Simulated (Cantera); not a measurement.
## Silicon epitaxy and polysilicon growth: SiHCl₃ + Cl₂ + H₂

A closed system holds: 1 mol SiHCl₃, 0.1 mol Cl₂, 21 mol H₂, at 1.33 mbar.

These are equilibrium values from Cantera (NASA tables, ideal gas, pure condensed phases), not measurements of a reactor. Candidate condensed phases: Si; 19 gas species. The tables' values for SiCl₃ are old estimates; treat these amounts as uncertain. Equilibrium is a limit: real reactors are often held back by kinetics, nucleation or transport.

```csv
T (K),log p H₂,log p HCl,log p SiCl₄,log p SiCl₂,n Si(s)
875,-2.90,-4.75,-4.42,-6.49,0.245
900,-2.90,-4.63,-4.43,-6.24,0.265
925,-2.90,-4.53,-4.46,-6.00,0.288
950,-2.90,-4.43,-4.49,-5.78,0.314
975,-2.90,-4.34,-4.52,-5.58,0.341
1000,-2.91,-4.26,-4.57,-5.39,0.368
1025,-2.91,-4.19,-4.63,-5.22,0.395
1050,-2.91,-4.13,-4.71,-5.07,0.418
1075,-2.92,-4.07,-4.81,-4.94,0.437
1100,-2.92,-4.03,-4.94,-4.83,0.450
1125,-2.92,-3.99,-5.09,-4.74,0.458
1150,-2.92,-3.97,-5.27,-4.67,0.460
1175,-2.92,-3.95,-5.47,-4.62,0.459
1200,-2.93,-3.94,-5.68,-4.58,0.456
```
log p: log10 of the partial pressure in bar; n: condensed amount in mol.

From 875 K to 1200 K the condensed part is Si(s). The main Si-bearing gas is SiCl₄ at 875 K and SiCl₂ at 1200 K. The share of Si in condensed phases is highest at 1150 K (46.0 %) and lowest at 875 K (24.5 %).
